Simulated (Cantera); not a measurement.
A freely propagating, adiabatic, planar premixed flame of 8.94 % CH4, 16.3 % O2, 74.8 % N2, unburnt at 300 K and 5180 Torr; mixture-averaged transport, grid criteria slope 0.08 and curve 0.16, no radiation.

Cantera simulation using GRI-Mech 3.0 (53 species, 325 reactions); the numbers are that mechanism's predictions, not measurements. Burning velocities carry a grid error of a few per cent, more on coarse grids.

Question: Predict: laminar burning velocity; thermal thickness; peak x(OH); peak x(CO); peak x(C2H); peak x(C2H2).

Answer: 
* **laminar burning velocity**: 7.92 cm/s
* **thermal thickness**: 0.236 mm
* **peak x(OH)**: 0.00163
* **peak x(CO)**: 0.0311
* **peak x(C2H)**: 1.74e-7
* **peak x(C2H2)**: 0.000351
